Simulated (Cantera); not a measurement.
## CaCl₂ + N₂ (halide evaporation, hydrolysis and transport)

Charge: 1 mol CaCl₂, 17 mol N₂, at 1.33 mbar.

Method: chemical equilibrium by Gibbs-energy minimisation in Cantera with the NASA 1993 tables (ideal gas, pure condensed phases). Candidate condensed phases: Ca, CaCl₂; 8 gas species. The numbers say what is thermodynamically allowed, not how fast it happens.

From 625 K to 1025 K the condensed part is CaCl₂(s). From 1125 K to 1225 K the condensed part is CaCl₂(l). From 1325 K to 1825 K nothing is condensed.

```json
[
 {"T (K)": "625", "x N₂": "1.00", "x CaCl₂": "<1e-12", "x Cl": "<1e-12", "x CaCl": "<1e-12", "x Ca": "<1e-12", "x Cl₂": "<1e-12", "x N": "<1e-12", "n CaCl₂(s)": "1.00", "n CaCl₂(l)": "0"},
 {"T (K)": "725", "x N₂": "1.00", "x CaCl₂": "9.42e-12", "x Cl": "<1e-12", "x CaCl": "<1e-12", "x Ca": "<1e-12", "x Cl₂": "<1e-12", "x N": "<1e-12", "n CaCl₂(s)": "1.00", "n CaCl₂(l)": "0"},
 {"T (K)": "825", "x N₂": "1.00", "x CaCl₂": "5.48e-9", "x Cl": "<1e-12", "x CaCl": "<1e-12", "x Ca": "<1e-12", "x Cl₂": "<1e-12", "x N": "<1e-12", "n CaCl₂(s)": "1.00", "n CaCl₂(l)": "0"},
 {"T (K)": "925", "x N₂": "1.000", "x CaCl₂": "7.80e-7", "x Cl": "<1e-12", "x CaCl": "<1e-12", "x Ca": "<1e-12", "x Cl₂": "<1e-12", "x N": "<1e-12", "n CaCl₂(s)": "1.000", "n CaCl₂(l)": "0"},
 {"T (K)": "1025", "x N₂": "1.000", "x CaCl₂": "4.11e-5", "x Cl": "6.65e-11", "x CaCl": "6.65e-11", "x Ca": "<1e-12", "x Cl₂": "<1e-12", "x N": "<1e-12", "n CaCl₂(s)": "0.999", "n CaCl₂(l)": "0"},
 {"T (K)": "1125", "x N₂": "0.999", "x CaCl₂": "0.000821", "x Cl": "3.77e-9", "x CaCl": "3.77e-9", "x Ca": "2.72e-12", "x Cl₂": "<1e-12", "x N": "<1e-12", "n CaCl₂(s)": "0", "n CaCl₂(l)": "0.986"},
 {"T (K)": "1225", "x N₂": "0.991", "x CaCl₂": "0.00921", "x Cl": "1.06e-7", "x CaCl": "1.05e-7", "x Ca": "9.63e-11", "x Cl₂": "<1e-12", "x N": "<1e-12", "n CaCl₂(s)": "0", "n CaCl₂(l)": "0.842"},
 {"T (K)": "1325", "x N₂": "0.944", "x CaCl₂": "0.0556", "x Cl": "1.57e-6", "x CaCl": "1.57e-6", "x Ca": "2.00e-9", "x Cl₂": "1.38e-11", "x N": "<1e-12", "n CaCl₂(s)": "0", "n CaCl₂(l)": "0"},
 {"T (K)": "1425", "x N₂": "0.944", "x CaCl₂": "0.0555", "x Cl": "7.42e-6", "x CaCl": "7.36e-6", "x Ca": "2.71e-8", "x Cl₂": "6.21e-11", "x N": "<1e-12", "n CaCl₂(s)": "0", "n CaCl₂(l)": "0"},
 {"T (K)": "1525", "x N₂": "0.944", "x CaCl₂": "0.0555", "x Cl": "2.86e-5", "x CaCl": "2.81e-5", "x Ca": "2.60e-7", "x Cl₂": "2.29e-10", "x N": "3.03e-12", "n CaCl₂(s)": "0", "n CaCl₂(l)": "0"},
 {"T (K)": "1625", "x N₂": "0.944", "x CaCl₂": "0.0555", "x Cl": "9.39e-5", "x CaCl": "9.02e-5", "x Ca": "1.86e-6", "x Cl₂": "7.28e-10", "x N": "3.10e-11", "n CaCl₂(s)": "0", "n CaCl₂(l)": "0"},
 {"T (K)": "1725", "x N₂": "0.944", "x CaCl₂": "0.0553", "x Cl": "0.000271", "x CaCl": "0.000250", "x Ca": "1.05e-5", "x Cl₂": "2.05e-9", "x N": "2.42e-10", "n CaCl₂(s)": "0", "n CaCl₂(l)": "0"},
 {"T (K)": "1825", "x N₂": "0.944", "x CaCl₂": "0.0549", "x Cl": "0.000704", "x CaCl": "0.000610", "x Ca": "4.73e-5", "x Cl₂": "5.25e-9", "x N": "1.51e-9", "n CaCl₂(s)": "0", "n CaCl₂(l)": "0"}
]
```
x: gas mole fraction; n: condensed amount in mol.
